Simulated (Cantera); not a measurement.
AlCl₃ + O₂ + N₂ (aluminium nitride and oxide growth)

A closed system holds: 1 mol AlCl₃, 1.2 mol O₂, a varied amount of N₂, equilibrated at 1823.15 K and 75.0 Torr.

These are equilibrium values from Cantera (NASA tables, ideal gas, pure condensed phases), not measurements of a reactor. Candidate condensed phases: Al, AlCl₃, AlN, Al₂O₃; 24 gas species. Kinetics and transport are ignored.

| n(N₂) (mol) | log p N₂ | log p Cl | log p O₂ | log p Cl₂ | log p NO | log p AlCl₃ | n Al₂O₃(s) |
|---|---|---|---|---|---|---|---|
| 8.7 | -1.13 | -1.72 | -2.42 | -2.53 | -3.73 | -3.88 | 0.492 |
| 38 | -1.04 | -2.19 | -2.98 | -3.46 | -3.97 | -4.86 | 0.497 |
| 68 | -1.02 | -2.40 | -3.23 | -3.90 | -4.08 | -5.33 | 0.498 |
| 97 | -1.02 | -2.55 | -3.38 | -4.18 | -4.16 | -5.64 | 0.499 |
| 130 | -1.01 | -2.66 | -3.51 | -4.42 | -4.22 | -5.90 | 0.499 |
| 160 | -1.01 | -2.75 | -3.61 | -4.59 | -4.26 | -6.08 | 0.499 |
| 190 | -1.01 | -2.82 | -3.68 | -4.73 | -4.30 | -6.24 | 0.499 |
| 220 | -1.01 | -2.88 | -3.75 | -4.86 | -4.34 | -6.37 | 0.499 |
| 250 | -1.01 | -2.94 | -3.81 | -4.96 | -4.36 | -6.49 | 0.500 |
log p: log10 of the partial pressure in bar; n: condensed amount in mol.

From 8.7 mol N₂ to 250 mol N₂ the condensed part is Al₂O₃(s). The main Al-bearing gas is AlCl₃ throughout.
